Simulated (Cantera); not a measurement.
A diamond (100) surface in a fixed gas of H2 with x(CH4) = 0.011, x(CH3) = 0.00013, at 1248 K, 15.8 Torr; coverages are run to steady state.

Model: the Harris–Goodwin 1993 mechanism for the reconstructed diamond (100) surface, integrated in Cantera.

One state of this run: growth (µm/h) = 0.532; θ c6HH = 0.411; θ c6H* = 0.0435; θ c6*H = 0.508; θ c6** = 0.0362; θ c6HM = 0.000349. θ: site fractions in the mechanism's names (c6HH fully hydrogenated, c6H* and c6*H radical sites, c6** diradical, c6HM methylated).

### Question
Which value of x(H) does it belong to?
A. 0.0002
B. 0.00082
C. 0.0017
D. 0.0068

### Answer
D, 0.0068
